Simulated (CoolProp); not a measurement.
Computed with CoolProp (reference Helmholtz-energy equation of state, Younglove 1994). It is a modified Benedict-Webb-Rubin equation, recast in Helmholtz form.

### Question
Give the vapour pressure (kPa), enthalpy of vaporisation (kJ/kg), vapour Z, vapour viscosity (µPa s) of saturated R123 at 25.05, 107.35 °C.

### Answer
| T (°C) | p (kPa) | enthalpy of vaporisation (kJ/kg) | vapour Z | vapour viscosity (µPa s) |
|---|---|---|---|---|
| 25.05 | 91.5 | 171 | 0.960 | 10.7 |
| 107.35 | 923 | 129 | 0.803 | 13.7 |

Viscosity comes from a separate model (Tanaka 1996).
